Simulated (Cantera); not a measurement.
Cantera run:

```python
import numpy as np
import cantera as ct

gas_names = """
    AL ALH ALN ALO ALOH ALO2 ALO2H AL2 AL2O AL2O2 H HALO HNO HNO2 HNO3 HO2 H2 H2O H2O2 N NH NH2 NH3
    NH2OH NO NO2 NO3 N2 N2H2 N2H4 N2O O OH O2 O3
""".split()
cond_names = """
    AL(cr) AL(L) ALN(s) AL2O3(a) AL2O3(L) H2O(s) H2O(L)
""".split()


def load(file, names, dense=False):
    # The tables refer to 1 bar. Condensed volumes are neglected.
    table = {s.name: s for s in ct.Species.list_from_file(file)}
    out = []
    for n in names:
        d = dict(table[n].input_data)
        d["thermo"] = dict(d["thermo"], **{"reference-pressure": 1e5})
        if dense:
            d["equation-of-state"] = {"model": "constant-volume", "density": "1e6 g/cm^3"}
        out.append(ct.Species.from_dict(d))
    return out


gas = ct.Solution(thermo="ideal-gas", species=load("nasa_gas.yaml", gas_names))
cond = {s.name: ct.Solution(thermo="fixed-stoichiometry", species=[s], name=s.name)
        for s in load("nasa_condensed.yaml", cond_names, dense=True)}
atoms = {
    'Al2O3': {'AL': 2, 'O': 3},
    'H2': {'H': 2},
    'N2': {'N': 2},
}
top_T = {'ALN(s)': 2750}  # K; cautious upper limits of use, not melting points


def equilibrate(T, P, feed):
    n = {}
    for name, mol in feed.items():
        for a, k in atoms[name].items():
            n[a] = n.get(a, 0.0) + k * mol
    gas.TPX = T, P, n
    mass = sum(n.values()) * gas.mean_molecular_weight
    gas.equilibrate("TP")
    valid = [c for c in cond.values() if c.min_temp <= T <= top_T.get(c.name, c.max_temp)]
    mix = ct.Mixture([(gas, mass / gas.mean_molecular_weight)] + [(c, 0.0) for c in valid])
    mix.T, mix.P = T, P
    mix.equilibrate("TP", solver="vcs", rtol=1e-11, max_steps=5000)
    return mix


results = []
feed = {'Al2O3': 1, 'H2': 1400, 'N2': 0.48}  # mol
P = 1200  # Pa
for T in [975, 1025, 1075, 1125, 1175, 1225, 1275, 1325, 1375, 1425]:
    mix = equilibrate(T, P, feed)
    results.append((T, P, feed, dict(zip(mix.species_names, mix.species_moles))))

top = {s: max(r[3][s] / sum(r[3][g] for g in gas_names) for r in results) for s in gas_names}
cols = sorted((s for s in top if top[s] > 1e-06), key=lambda s: -top[s])[:7]
seen = [c for c in cond_names if any(r[3].get(c, 0) > 1e-12 for r in results)]
print("log10 of partial pressures in bar; condensed amounts in mol")
print(f"{'T/K':>10s}" + "".join(f"{s[:9]:>10s}" for s in cols + seen))
for T, P, feed, n in results:
    ng = sum(n[g] for g in gas_names)
    print(f"{T:10.4g}" + "".join(f"{np.log10(max(n[s] / ng * P / 1e5, 1e-99)):10.3f}" for s in cols)
          + "".join(f"{n.get(c, 0):10.4g}" for c in seen))
```

Result:

```
log10 of partial pressures in bar; condensed amounts in mol
       T/K        H2        N2         H    ALN(s)  AL2O3(a)
       975    -1.921    -5.386    -9.902 5.987e-06         1
      1025    -1.921    -5.386    -9.321 1.073e-05         1
      1075    -1.921    -5.386    -8.794 1.819e-05         1
      1125    -1.921    -5.386    -8.313 2.933e-05         1
      1175    -1.921    -5.386    -7.872 4.534e-05         1
      1225    -1.921    -5.386    -7.467 6.748e-05         1
      1275    -1.921    -5.386    -7.093 9.673e-05         1
      1325    -1.921    -5.386    -6.747 0.0001308    0.9999
      1375    -1.921    -5.386    -6.426 0.0001425    0.9999
      1425    -1.921    -5.386    -6.127         0    0.9999
```

Equilibrium computed with Cantera from the NASA thermochemical tables; the gas is ideal and each condensed phase is pure. Mutual solubility and eutectic melting of coexisting phases are not modelled.
